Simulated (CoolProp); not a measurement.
Model: reference Helmholtz-energy equation of state, Setzmann 1991, in CoolProp.

Question: For methane, give the phase and the cp (kJ/(kg K)) at 502.2 K and 12.6 MPa.

Answer: 
- 502.2 K and 12.6 MPa: supercritical; cp 3.10
